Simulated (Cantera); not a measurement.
Input: 1 mol SiHCl3, 9.9 mol H2, held at 0.133 bar.

Method: chemical equilibrium by Gibbs-energy minimisation in Cantera with the NASA 1993 tables (ideal gas, pure condensed phases). Candidate condensed phases: Si; 19 gas species. Gases not in the tables: Si2H6 and higher silanes. Rates play no part.

**Question.** Which condensed phases are stable at each of these points (T (K)): 1125, 1175, 1225, 1275, 1325, 1375, 1425, 1475, 1525, 1575, 1625, 1675, 1725?

**Answer.** 
| T (K) | condensed phases | Si condensed (%) |
|---|---|---|
| 1125 | Si(s) | 27.9 |
| 1175 | Si(s) | 29.7 |
| 1225 | Si(s) | 31.0 |
| 1275 | Si(s) | 31.4 |
| 1325 | Si(s) | 30.8 |
| 1375 | Si(s) | 29.5 |
| 1425 | Si(s) | 27.9 |
| 1475 | Si(s) | 26.4 |
| 1525 | Si(s) | 25.2 |
| 1575 | Si(s) | 24.1 |
| 1625 | Si(s) | 23.2 |
| 1675 | Si(s) | 22.4 |
| 1725 | Si(l) | 23.4 |

From 1125 K to 1675 K the condensed part is Si(s). At 1725 K the condensed part is Si(l).
